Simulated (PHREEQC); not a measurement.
## Polishing slurry liquid: speciation

Solution (20 °C): 0.1 mmol/kgw K2CO3, 1 mmol/kgw Fe(NO3)3 and 0.36 mmol/kgw CuSO4. Closed to the air; pH follows from the charge balance.

All values are PHREEQC results (ion-association model, phreeqc.dat), not measurements.

| Property | Result |
|---|---|
| pH | 3.16 |
| ionic strength | 0.00508 mol/kgw |
| total alkalinity | -1.80 meq/kg |

```csv
species,molality,activity,log γ
NO3-,0.00300,0.00278,-0.034
H+,0.000745,0.000696,-0.030
FeOH+2,0.000559,0.000415,-0.129
Cu+2,0.000351,0.000262,-0.127
SO4-2,0.000230,0.000171,-0.129
K+,0.000200,0.000185,-0.033
Fe(OH)2+,0.000175,0.000163,-0.032
Fe+3,0.000112,6.03e-5,-0.268
FeSO4+,0.000109,0.000101,-0.032
CO2,9.99e-5,0.000100,0.001
Fe2(OH)2+4,1.92e-5,5.72e-6,-0.526
HSO4-,1.12e-5,1.04e-5,-0.033
CuSO4,8.82e-6,8.83e-6,0.001
Fe3(OH)4+5,2.07e-6,3.11e-7,-0.822
Fe(SO4)2-,3.99e-7,3.70e-7,-0.033
```

Precipitation was switched off in this run. The solution is supersaturated, for example in Jarosite-K, Fe(OH)3(a), so a real one may precipitate; this is no full list. Complexes and solids missing from the database can't appear.
